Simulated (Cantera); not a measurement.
A closed system holds: 1 mol Si, 5.9 mol NF3, 0.89 mol N2, 4.6 mol HCl, at 0.120 bar.

Equilibrium computed with Cantera from the NASA thermochemical tables; the gas is ideal and each condensed phase is pure. Candidate condensed phases: NH4Cl, Si, Si3N4; 49 gas species. Kinetics and transport are ignored.

log p: log10 of the partial pressure in bar; nothing condenses.

```json
[
 {"T (°C)": "427", "log p F": "-4.10", "log p HF": "-1.43", "log p ClF": "-1.44", "log p N2": "-1.58", "log p F2": "-2.51", "log p NF3": "-2.03", "log p SiF4": "-2.10", "log p Cl": "-10.38", "log p Cl2": "-8.40"},
 {"T (°C)": "527", "log p F": "-3.06", "log p HF": "-1.46", "log p ClF": "-1.46", "log p N2": "-1.56", "log p F2": "-1.97", "log p NF3": "-2.43", "log p SiF4": "-2.12", "log p Cl": "-9.04", "log p Cl2": "-8.03"},
 {"T (°C)": "627", "log p F": "-2.42", "log p HF": "-1.47", "log p ClF": "-1.48", "log p N2": "-1.56", "log p F2": "-1.87", "log p NF3": "-3.22", "log p SiF4": "-2.14", "log p Cl": "-7.84", "log p Cl2": "-7.43"},
 {"T (°C)": "727", "log p F": "(withheld)", "log p HF": "-1.49", "log p ClF": "-1.49", "log p N2": "-1.57", "log p F2": "(withheld)", "log p NF3": "(withheld)", "log p SiF4": "-2.15", "log p Cl": "(withheld)", "log p Cl2": "(withheld)"},
 {"T (°C)": "827", "log p F": "-1.73", "log p HF": "-1.51", "log p ClF": "-1.51", "log p N2": "-1.58", "log p F2": "-2.23", "log p NF3": "-5.13", "log p SiF4": "-2.17", "log p Cl": "-5.85", "log p Cl2": "-6.06"},
 {"T (°C)": "927", "log p F": "-1.60", "log p HF": "-1.52", "log p ClF": "-1.52", "log p N2": "-1.60", "log p F2": "-2.63", "log p NF3": "-6.24", "log p SiF4": "-2.18", "log p Cl": "-4.97", "log p Cl2": "-5.29"},
 {"T (°C)": "1027", "log p F": "-1.56", "log p HF": "-1.52", "log p ClF": "-1.53", "log p N2": "-1.60", "log p F2": "-3.09", "log p NF3": "-7.37", "log p SiF4": "-2.19", "log p Cl": "-4.16", "log p Cl2": "-4.50"},
 {"T (°C)": "1127", "log p F": "-1.54", "log p HF": "-1.53", "log p ClF": "-1.54", "log p N2": "-1.61", "log p F2": "(withheld)", "log p NF3": "(withheld)", "log p SiF4": "-2.19", "log p Cl": "(withheld)", "log p Cl2": "(withheld)"},
 {"T (°C)": "1227", "log p F": "-1.51", "log p HF": "-1.53", "log p ClF": "-1.57", "log p N2": "-1.61", "log p F2": "-3.89", "log p NF3": "-9.25", "log p SiF4": "-2.20", "log p Cl": "-2.86", "log p Cl2": "-3.25"},
 {"T (°C)": "1327", "log p F": "-1.47", "log p HF": "-1.54", "log p ClF": "-1.65", "log p N2": "-1.62", "log p F2": "-4.17", "log p NF3": "-9.94", "log p SiF4": "-2.21", "log p Cl": "-2.42", "log p Cl2": "-2.91"},
 {"T (°C)": "1427", "log p F": "-1.42", "log p HF": "-1.56", "log p ClF": "-1.79", "log p N2": "-1.64", "log p F2": "-4.40", "log p NF3": "-10.53", "log p SiF4": "-2.22", "log p Cl": "-2.10", "log p Cl2": "-2.77"}
]
```

Task: Complete the blanks.

Result: 
- 1127, log p F2: -3.53
- 1127, log p NF3: -8.39
- 1127, log p Cl: -3.45
- 1127, log p Cl2: -3.80
- 727, log p F: -1.99
- 727, log p F2: -1.97
- 727, log p NF3: -4.13
- 727, log p Cl: -6.79
- 727, log p Cl2: -6.76
